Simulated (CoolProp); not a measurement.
The numbers come from the reference Helmholtz-energy equation of state, Zhou 2012 in CoolProp.

Question: For o-xylene, give the phase and the cv (kJ/(kg K)), Prandtl number at 135.85 °C and 0.101 MPa.

Answer: 
- 135.85 °C and 0.101 MPa: liquid; cv 1.72, Prandtl number 5.47

Viscosity comes from a separate model (Cao 2016). Thermal conductivity comes from a separate model (Mylona 2014).
